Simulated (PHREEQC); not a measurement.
Synthetic water in mg/L, 25 °C, pH 6.62, pe -0.1:

| constituent | mg/L |
|---|---|
| Na | 4320 |
| K | 42 |
| Ca | 1520 |
| Mg | 112 |
| Cl | 9400 |
| S(6) as SO4 | 263 |
| Alkalinity as HCO3 | 0.0183 |
| Mn(2) | 45.2 |
| Br | 505 |
| B | 0.497 |
| Fe(2) | 37.5 |
| F | 5.7 |

Valence states are taken as typed.

All values are PHREEQC results (ion-association model, phreeqc.dat), not measurements.

This is a speciation only: nothing precipitates in the calculation.

### Question
Predict the activity of water, specific conductance, density.

### Answer
activity of water 0.991; specific conductance 26000 µS/cm; density 1.009 g/cm³.

### Question
In which forms is S present?

### Answer
SO4-2 57 %, CaSO4 25 %, NaSO4- 13 %, MgSO4 4.2 % of the S.

Saturation is exceeded, for instance for Fluorite; the values hold only as long as no solid forms. Complexes and solids missing from the database can't appear. Real BF4- forms and hydrolyses slowly; the run takes it at equilibrium. Fluoro complexes past AlF4- and FeF3 are missing from the database.
